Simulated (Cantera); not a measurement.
Cantera run, input and output.

```python
import numpy as np
import cantera as ct

gas = ct.Solution("gri30.yaml")
gas.TPX = 1300, 46000, {'N2O': 1, 'H2O': 0.038}
reactor = ct.IdealGasConstPressureReactor(gas, energy="off", clone=False)
net = ct.ReactorNet([reactor])
net.rtol, net.atol = 1e-08, 1e-18
show = ['N2O', 'H2O', 'N2', 'OH', 'H']
times = np.geomspace(0.0002, 20, 13)

steps = ct.SolutionArray(gas, extra=["t"])
rows = []
print(f"{'t/s':>10s}{'T/K':>9s}{'P/Pa':>11s}" + "".join(f"{s:>11s}" for s in show))
for t in times:
    while net.time < t:
        t_next = net.step()
        steps.append(gas.state, t=t_next)
    rows.append([np.interp(t, steps.t, y) for y in (steps.T, steps.P, *steps(*show).X.T)])
    print(f"{t:10.3e}{rows[-1][0]:9.1f}{rows[-1][1]:11.4g}" + "".join(f"{x:11.3e}" for x in rows[-1][2:]))
rate = np.gradient(steps.T, steps.t)
print("integrator steps:", len(steps.t))
if steps.T.max() > steps.T[0] + 200:
    print(f"time of steepest temperature rise: {steps.t[rate.argmax()]:.4e} s")
gas.TPX = 1300, 46000, {'N2O': 1, 'H2O': 0.038}
gas.equilibrate("TP")
print(f"equilibrium (TP): T = {gas.T:.1f} K  " + "  ".join(f"{s} {gas[s].X[0]:.3e}" for s in show))
```

It prints:

```
       t/s      T/K       P/Pa        N2O        H2O         N2         OH          H
 2.000e-04   1300.0    4.6e+04  9.629e-01  3.659e-02  3.225e-04  1.284e-05  5.184e-09
 5.220e-04   1300.0    4.6e+04  9.620e-01  3.658e-02  8.621e-04  2.334e-05  1.038e-08
 1.363e-03   1300.0    4.6e+04  9.598e-01  3.654e-02  2.286e-03  3.089e-05  1.332e-08
 3.557e-03   1300.0    4.6e+04  9.539e-01  3.647e-02  6.010e-03  3.652e-05  1.435e-08
 9.283e-03   1300.0    4.6e+04  9.388e-01  3.628e-02  1.558e-02  4.175e-05  1.426e-08
 2.423e-02   1300.0    4.6e+04  9.011e-01  3.582e-02  3.942e-02  4.679e-05  1.367e-08
 6.325e-02   1300.0    4.6e+04  8.127e-01  3.473e-02  9.533e-02  5.084e-05  1.367e-08
 1.651e-01   1300.0    4.6e+04  6.324e-01  3.250e-02  2.096e-01  5.142e-05  1.423e-08
 4.309e-01   1300.0    4.6e+04  3.579e-01  2.911e-02  3.841e-01  4.709e-05  1.447e-08
 1.125e+00   1300.0    4.6e+04  1.109e-01  2.606e-02  5.426e-01  3.621e-05  9.784e-09
 2.936e+00   1300.0    4.6e+04  1.262e-02  2.486e-02  6.075e-01  1.716e-05  1.356e-09
 7.662e+00   1300.0    4.6e+04  1.446e-04  2.471e-02  6.160e-01  7.094e-06  1.350e-10
 2.000e+01   1300.0    4.6e+04  1.095e-06  2.471e-02  6.161e-01  6.897e-06  1.263e-10
integrator steps: 1679
equilibrium (TP): T = 1300.0 K  N2O 1.836e-08  H2O 2.470e-02  N2 6.500e-01  OH 7.088e-06  H 1.227e-10
```

Model: GRI-Mech 3.0 (53 species, 325 reactions), integrated in Cantera. GRI-Mech 3.0 was tuned for natural gas; its chemistry of N2O as a main component is partial and can be far from experiment. The mechanism lacks the step 2 NO + O2 → 2 NO2, which can matter for NO2 below about 1400 K. The temperature is held fixed by assumption; the heat of reaction is taken as removed at once.
